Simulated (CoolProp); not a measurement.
The fluid at 584.46 K and 3.84 MPa expands adiabatically to 0.263 MPa with isentropic efficiency 0.9. The same conditions are run with several fluids, on thermodynamics alone (safety and materials aside).

Values from CoolProp's reference Helmholtz-energy equation of state of each fluid (hydrogen chloride: Thol 2018; methanol: de Reuck 1993; methane: Setzmann 1991; oxygen: Schmidt 1985).

```csv
fluid,work (kJ/kg),final temperature (K),final density (kg/m³)
hydrogen chloride,219,299.6,___
methanol,287,411.7,2.54
methane,___,377.1,1.35
oxygen,261,___,3.26
```

**Question.** What belongs in the gaps?

**Answer.** 
- hydrogen chloride, final density (kg/m³): 3.91
- methane, work (kJ/kg): 579
- oxygen, final temperature (K): 310.7

Above 300 K oxygen's equation is extrapolated.
